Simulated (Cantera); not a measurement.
A perfectly stirred reactor is fed with CH₄ : CO₂ : H₂ = 1 : 1 : 0.2 (molar parts), at 0.237 atm; it is held at 2223 K, and followed from long to short residence time.

Model: GRI-Mech 3.0 (53 species, 325 reactions), integrated in Cantera.

x: mole fraction; the columns are a selection and need not sum to one.

```
τ (s)      x CH₄    x CO₂   x H₂    x CH₂    x HCO
-------  -------  -------  -----  -------  -------
0.55     0.00106  0.00214  0.504  7.99e-6  2.47e-7
0.22     0.00180  0.00360  0.497  1.21e-5  2.73e-7
0.088          …        …  0.483        …        …
0.035    0.00527   0.0108  0.462  2.61e-5  5.20e-7
0.014    0.00898   0.0193  0.430  3.71e-5  8.94e-7
0.0055    0.0154   0.0355  0.388  5.15e-5  1.62e-6
0.0022    0.0270   0.0663  0.348  6.71e-5  2.83e-6
0.00088        …        …  0.325  7.95e-5        …
0.00035   0.0933    0.209  0.319  8.55e-5  7.91e-6
0.00014    0.165    0.301  0.296  8.65e-5  1.19e-5
```

Problem. Fill in the missing entries.

Solution. 
- 0.088, x CH₄: 0.00307
- 0.088, x CO₂: 0.00618
- 0.088, x CH₂: 1.79e-5
- 0.088, x HCO: 3.45e-7
- 0.00088, x CH₄: 0.0497
- 0.00088, x CO₂: 0.123
- 0.00088, x HCO: 4.77e-6
